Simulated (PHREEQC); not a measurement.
Dissolve 1.3 mmol/kgw FeCl3, 0.48 mmol/kgw CuCl2, 20 mmol/kgw H2SO4 and 0.045 mmol/kgw NaCl at 25 °C. Closed to the air; pH follows from the charge balance.

Computed with PHREEQC (ion-association model, phreeqc.dat).

The ionic strength comes out as 0.0395 mol/kgw. What activity coefficients do CuCl+, H+, Fe(SO4)2-, Cu+2, Cl- get?

CuCl+ 0.83, H+ 0.86, Fe(SO4)2- 0.83, Cu+2 0.51, Cl- 0.83.

Precipitation was switched off in this run. Saturation is exceeded, for instance for Hematite (slow to form), Goethite (slow to form); the values hold only as long as no solid forms.
